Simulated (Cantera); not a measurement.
## trisilylamine + N₂ (silicon nitride deposition)

A closed system holds: 1 mol trisilylamine, a varied amount of N₂, held at 2023 K and 1.20 Torr.

These are equilibrium values from Cantera (NASA tables, ideal gas, pure condensed phases), not measurements of a reactor. Candidate condensed phases: Si, Si₃N₄; 18 gas species. The feed counts by its element totals alone. The tables' values for SiN are old estimates; treat these amounts as uncertain. Gases not in the tables: Si₂H₆ and higher silanes. The numbers say what is thermodynamically allowed, not how fast it happens.

From 5.5 mol N₂ to 68 mol N₂ the condensed part is Si(l). From 77 mol N₂ to 95 mol N₂ nothing is condensed. The main Si-bearing gas is Si throughout.

```tsv
n(N₂) (mol)	log p N₂	log p H₂	log p Si	log p H	n Si(l)
5.5	-3.06	-3.20	-4.24	-4.32	2.58
14	-2.93	-3.46	-4.24	-4.45	2.24
23	-2.89	-3.64	-4.24	-4.54	1.88
32	-2.87	-3.76	-4.24	-4.60	1.53
41	-2.86	-3.86	-4.24	-4.65	1.17
50	-2.85	-3.94	-4.24	-4.69	0.816
59	-2.85	-4.01	-4.24	-4.73	0.460
68	-2.84	-4.07	-4.24	-4.76	0.105
77	-2.84	-4.12	-4.28	-4.78	0
86	-2.83	-4.17	-4.32	-4.80	0
95	-2.83	-4.21	-4.36	-4.83	0
```
log p: log10 of the partial pressure in bar; n: condensed amount in mol.
